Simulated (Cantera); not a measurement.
**Ignition delay**

Mixture: 35.3 % H₂, 13.6 % O₂, 51.1 % N₂, at 2180 Torr, adiabatic and at constant volume. Ignition delay is the time to a rise of 400 K.

Detailed kinetics in Cantera: GRI-Mech 3.0 (53 species, 325 reactions). The hydrogen kinetics of GRI-Mech 3.0 are dated; newer H2 mechanisms differ, most at raised pressure. Where the delays flatten at high temperature, the 400 K rule measures the pace of heat release, not the induction time.

```
T0 (K)  delay (ms)
------  ----------
1223        0.0161
1323       0.00909
1423       0.00602
1523       0.00437
1623       0.00341
1723       0.00283
1823       0.00250
```
